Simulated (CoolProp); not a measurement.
The fluid at 425.96 K and 1.42 MPa is throttled through a valve to 0.184 MPa with no heat exchange. The same conditions are run with several fluids, on thermodynamics alone (safety and materials aside).

Computed with CoolProp (reference Helmholtz-energy equation of state of each fluid (CF4 (R14): Platzer 1990; carbon monoxide: Lemmon 2006; trans-2-butene: Lemmon 2005; R245ca: Zhou 2016; sulfur dioxide: Gao 2016)). The equations of Platzer and Polt are older, rougher fits.

```json
[
 {"fluid": "CF4 (R14)", "temperature change (K)": "…", "final density (kg/m³)": "…"},
 {"fluid": "carbon monoxide", "temperature change (K)": "-1.3", "final density (kg/m³)": "…"},
 {"fluid": "trans-2-butene", "temperature change (K)": "-12.9", "final density (kg/m³)": "…"},
 {"fluid": "R245ca", "temperature change (K)": "-12.9", "final density (kg/m³)": "7.34"},
 {"fluid": "sulfur dioxide", "temperature change (K)": "…", "final density (kg/m³)": "3.50"}
]
```

Task: Some entries are withheld; supply them.

Result: 
- CF4 (R14), temperature change (K): -3.0
- CF4 (R14), final density (kg/m³): 4.61
- carbon monoxide, final density (kg/m³): 1.46
- trans-2-butene, final density (kg/m³): 3.06
- sulfur dioxide, temperature change (K): -16.7
